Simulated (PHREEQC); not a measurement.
1.5 g of hydrous ferric oxide (600 m²/g; 0.2 weak and 0.005 strong sites per Fe, Dzombak-Morel constants, diffuse double layer) in 1 kg of water with 0.005 mol/kgw of an inert sodium salt and 0.00016 mol/kgw MgCl2 and 0.00032 mol/kgw CaCl2, at 25 °C; the pH is set by adding NaOH or the inert anion's acid. Oxygen is held at 0.21 atm. CO2 from the air is kept out. Nothing may precipitate in this run.

Base run: PHREEQC, ion-association model, wateq4f.dat. Each further column changes one thing. The table gives Ca sorbed (%).

| pH | base | no electrostatic term (-no_edl) | background salt from 0.005 to 0.0005 mol/kgw | oxide from 1.5 to 7.5 g/kgw | 0.0062 mol/kgw BaCl2 added |
|---|---|---|---|---|---|
| 4 | 0.0 | 0.3 | 0.0 | 0.0 | 0.0 |
| 5.12 | 0.0 | 3.1 | 0.0 | 0.0 | 0.0 |
| 5.88 | 0.0 | 10.8 | 0.0 | 0.2 | 0.1 |
| 7 | 3.2 | 23.1 | 3.2 | 14.3 | 0.6 |
| 8.12 | 36.2 | 42.7 | 37.8 | 89.7 | 14.2 |
| 8.88 | 86.4 | 64.6 | 88.2 | 99.5 | 59.3 |
| 10 | 99.9 | 72.6 | 99.9 | 100.0 | 81.7 |
